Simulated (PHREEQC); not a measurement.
Dissolve 0.00021 mol/kgw Ag2SO4, 8.4e-05 mol/kgw KBr and 0.028 mol/kgw Na2SO4 at 40 °C. Closed to the air; pH follows from the charge balance.

The numbers come from PHREEQC with the ion-association model, wateq4f.dat.

No solid was allowed to form.

Question: Order these Br species by the share of Br that they hold, largest first: Br-, AgBr, AgBr2-.

Answer: AgBr (73 %), Br- (23 %), AgBr2- (3.2 %)

The pH is 6.95 and the ionic strength 0.0788 mol/kgw. Saturation is exceeded, for instance for Bromyrite; the values hold only as long as no solid forms. Species that the database lacks are ignored. Away from 25 °C the constants follow the database's enthalpies or fits; those with neither stay at their 25 °C values.
